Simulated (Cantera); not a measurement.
A perfectly stirred reactor is fed with H2 : O2 : N2 = 0.71 : 1 : 1.9 (molar parts), equivalence ratio 0.35, at 0.320 bar; it is held at 1025 K, and followed from long to short residence time.

Computed with Cantera and the H2/O2 subset of GRI-Mech 3.0, which has no nitrogen chemistry. The temperature is held fixed by assumption; the heat of reaction is taken as removed at once.

Q: What does this change do: H2 0.71 to 0.17 parts?

A: 
```tsv
quantity	before	after
x(H2) at τ = 8.00 s	0.000504	7.73e-5
x(O2) at τ = 8.00 s	0.198	0.307
x(HO2) at τ = 8.00 s	1.20e-5	2.14e-6
x(OH) at τ = 8.00 s	1.02e-5	1.68e-5
x(H) at τ = 8.00 s	3.10e-7	1.09e-7
x(H2) at τ = 58.0 ms	0.00570	0.00151
x(O2) at τ = 58.0 ms	0.200	0.307
x(HO2) at τ = 58.0 ms	5.94e-5	2.14e-5
x(OH) at τ = 58.0 ms	0.000115	0.000104
x(H) at τ = 58.0 ms	4.06e-5	1.47e-5
```

Q: What does this change do: N2 1.9 to 5.6 parts?

A: 
| quantity | before | after |
|---|---|---|
| x(H2) at τ = 8.00 s | 0.000504 | 0.000131 |
| x(O2) at τ = 8.00 s | 0.198 | 0.0928 |
| x(HO2) at τ = 8.00 s | 1.20e-5 | 3.35e-6 |
| x(OH) at τ = 8.00 s | 1.02e-5 | 1.88e-5 |
| x(H) at τ = 8.00 s | 3.10e-7 | 4.79e-7 |
| x(H2) at τ = 58.0 ms | 0.00570 | 0.00238 |
| x(O2) at τ = 58.0 ms | 0.200 | 0.0937 |
| x(HO2) at τ = 58.0 ms | 5.94e-5 | 2.05e-5 |
| x(OH) at τ = 58.0 ms | 0.000115 | 0.000132 |
| x(H) at τ = 58.0 ms | 4.06e-5 | 6.43e-5 |
